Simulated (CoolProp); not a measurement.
Computed with CoolProp (reference Helmholtz-energy equation of state, Bücker 2006).

**Question.** For n-butane, give the phase and the cp (kJ/(kg K)), isothermal compressibility (1/MPa), fugacity coefficient at 113.05 °C and 3.8 bar; 113.05 °C and 19 bar; 113.05 °C and 49.3 bar.

**Answer.** 
- 113.05 °C and 3.8 bar: gas; cp 2.14, isothermal compressibility 2.77, fugacity coefficient 0.954
- 113.05 °C and 19 bar: gas; cp 2.85, isothermal compressibility 0.909, fugacity coefficient 0.768
- 113.05 °C and 49.3 bar: liquid; cp 3.06, isothermal compressibility 0.0125, fugacity coefficient 0.339
